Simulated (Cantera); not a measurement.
Cantera run, input and output.

```python
import numpy as np
import cantera as ct

gas = ct.Solution("gri30.yaml")
gas.TPX = 1400, 500000, {'CH3OH': 1, 'O2': 4.41, 'N2': 14.6, 'CO2': 0.12}
reactor = ct.IdealGasReactor(gas, energy="on", clone=False)
net = ct.ReactorNet([reactor])
net.rtol, net.atol = 1e-08, 1e-16
show = ['CH3OH', 'O2', 'CH2CO', 'CO', 'C2H', 'NO']
times = np.geomspace(1e-06, 0.6, 13)

steps = ct.SolutionArray(gas, extra=["t"])
rows = []
print(f"{'t/s':>10s}{'T/K':>9s}{'P/Pa':>11s}" + "".join(f"{s:>11s}" for s in show))
for t in times:
    while net.time < t:
        t_next = net.step()
        steps.append(gas.state, t=t_next)
    rows.append([np.interp(t, steps.t, y) for y in (steps.T, steps.P, *steps(*show).X.T)])
    print(f"{t:10.3e}{rows[-1][0]:9.1f}{rows[-1][1]:11.4g}" + "".join(f"{x:11.3e}" for x in rows[-1][2:]))
rate = np.gradient(steps.T, steps.t)
print("integrator steps:", len(steps.t))
if steps.T.max() > steps.T[0] + 200:
    print(f"time of steepest temperature rise: {steps.t[rate.argmax()]:.4e} s")
gas.TPX = 1400, 500000, {'CH3OH': 1, 'O2': 4.41, 'N2': 14.6, 'CO2': 0.12}
gas.equilibrate("UV")
print(f"equilibrium (UV): T = {gas.T:.1f} K  " + "  ".join(f"{s} {gas[s].X[0]:.3e}" for s in show))
```

Output:

```
       t/s      T/K       P/Pa      CH3OH         O2      CH2CO         CO        C2H         NO
 1.000e-06   1400.0      5e+05  4.967e-02  2.191e-01  2.350e-15  2.436e-07  2.866e-23  7.184e-17
 3.030e-06   1400.0      5e+05  4.967e-02  2.191e-01  2.182e-14  7.438e-07  9.212e-23  2.584e-16
 9.184e-06   1400.0      5e+05  4.965e-02  2.191e-01  2.054e-13  2.293e-06  3.320e-22  9.003e-16
 2.783e-05   1400.1      5e+05  4.959e-02  2.190e-01  2.053e-12  7.495e-06  2.420e-21  3.599e-15
 8.434e-05   1401.4  5.007e+05  4.897e-02  2.186e-01  3.002e-11  4.651e-05  1.175e-19  4.216e-14
 2.556e-04   2429.4  8.918e+05  2.167e-19  1.393e-01  2.622e-21  1.201e-03  1.593e-25  1.286e-04
 7.746e-04   2427.5  8.911e+05  2.092e-19  1.389e-01  9.538e-22  1.188e-03  6.842e-26  9.452e-04
 2.347e-03   2422.2  8.891e+05  1.968e-19  1.378e-01  8.653e-22  1.159e-03  5.911e-26  3.180e-03
 7.114e-03   2410.8  8.848e+05  1.721e-19  1.355e-01  6.959e-22  1.099e-03  4.284e-26  7.990e-03
 2.156e-02   2398.4  8.801e+05  1.486e-19  1.329e-01  5.455e-22  1.038e-03  3.008e-26  1.313e-02
 6.533e-02   2395.7  8.791e+05  1.439e-19  1.324e-01  5.169e-22  1.025e-03  2.784e-26  1.424e-02
 1.980e-01   2395.7  8.791e+05  1.439e-19  1.324e-01  5.167e-22  1.025e-03  2.783e-26  1.425e-02
 6.000e-01   2395.7  8.791e+05  1.439e-19  1.324e-01  5.167e-22  1.025e-03  2.783e-26  1.425e-02
integrator steps: 1786
time of steepest temperature rise: 1.8855e-04 s
equilibrium (UV): T = 2395.7 K  CH3OH 1.496e-19  O2 1.324e-01  CH2CO 7.605e-22  CO 1.025e-03  C2H 3.107e-26  NO 1.425e-02
```

Detailed kinetics in Cantera: GRI-Mech 3.0 (53 species, 325 reactions). GRI-Mech 3.0 was tuned for natural gas; its chemistry of methanol as a main component is partial and can be far from experiment.
